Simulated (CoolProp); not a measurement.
Saturated liquid density (kg/m³) of ethylene: the reference equation beside estimates from Tc = 9.2 °C, pc = 5.042 MPa, ω = 0.087. Rackett uses Z = 0.29056 − 0.08775 ω.

Computed with CoolProp (reference Helmholtz-energy equation of state, Smukala 2000).

```
T (°C)  reference  Rackett  Peng-Robinson
------  ---------  -------  -------------
-94.85      554.7    550.1          603.7
-83.65      537.8    533.6          583.9
-72.55      520.2    516.4          562.2
-61.35      501.4    497.9          538.0
-50.15      481.1    477.9          510.9
-38.95      458.7    456.0          480.0
-27.75      433.5    431.4          444.4
-16.55      403.8    402.5          402.0
```

Absolute difference from the reference over all 8 rows, mean and median: Rackett 0.6 and 0.7 %, Peng-Robinson 5.8 and 6.7 %.
